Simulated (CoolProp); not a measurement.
A single-stage vapour-compression cycle with sulfur dioxide: evaporating at 268.15 K (dew point), condensing at 333.15 K (bubble point), superheat 5 K, subcooling 2 K, compressor efficiency 0.7, no pressure losses. Each further row changes one setting.

The numbers come from the reference Helmholtz-energy equation of state, Gao 2016 in CoolProp.

```
case                              cooling COP  pressure ratio  discharge temperature (K)  refrigerating effect (kJ/kg)  volumetric capacity (kJ/m³)
--------------------------------  -----------  --------------  -------------------------  ----------------------------  ---------------------------
as stated                                2.25            8.74                      478.6                           300                         1100
evaporating temperature 273.15 K         2.54            7.09                      463.1                           302                         1350
condensing temperature 328.15 K          2.49            7.65                      464.2                           307                         1130
subcooling 7 K                           2.31            8.74                      478.6                           307                         1130
superheat 15 K                           2.22            8.74                      494.2                           306                         1080
compressor efficiency 0.6                1.93            8.74                      508.0                           300                         1100
```
